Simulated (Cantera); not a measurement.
Input: 1 mol FeS, 1.6 mol H2, equilibrated at 1475 K and 18.0 mbar.

Cantera equilibrium calculation (NASA polynomials, part measured and part estimated; ideal gas, pure solids and liquids). Candidate condensed phases: Fe, FeS, FeS2, S; 8 gas species. Metal and sulfide melt together well below either melting point, which pure phases cannot show. Mutual solubility and eutectic melting of coexisting phases are not modelled. FeS: taken at fixed stoichiometry. Equilibrium is a limit: real reactors are often held back by kinetics, nucleation or transport.

Base state: H2 0.985, H2S 0.0140, S2 0.000667, SH 0.000375, H 9.59e-5 (mole fractions); condensed: Fe(γ) + FeS(l).

What changes in the equilibrium state with this change: temperature from 1475 K to 1775 K?


```tsv
species	before	after
H2	0.985	0.950
H2S	0.0140	0.0210
S2	0.000667	0.0195
Fe	4.85e-6	0.00113
S	5.83e-6	0.000629
H	9.59e-5	0.00210
SH	0.000375	0.00553
Fe(γ), mol	0.0252	0
FeS(l), mol	0.975	0.892
Fe(δ), mol	0	0.107
```

What changes in the equilibrium state with this change: FeS replaced by Nb2O5?


```json
[
 {"species": "H2", "before": "0.985", "after": "0.921"},
 {"species": "H2O", "before": "0", "after": "0.0787"},
 {"species": "H", "before": "9.59e-5", "after": "9.28e-5"},
 {"species": "H2S", "before": "0.0140", "after": "0"},
 {"species": "S2", "before": "0.000667", "after": "0"},
 {"species": "SH", "before": "0.000375", "after": "0"},
 {"species": "Fe(γ), mol", "before": "0.0252", "after": "0"},
 {"species": "FeS(l), mol", "before": "0.975", "after": "0"},
 {"species": "NbO2(s), mol", "before": "0", "after": "0.252"},
 {"species": "Nb2O5(s), mol", "before": "0", "after": "0.874"}
]
```
Condensed phases not in the tables: the oxides between NbO2 and Nb2O5. Further candidate phases: H2O, Nb, NbO, NbO2, Nb2O5.
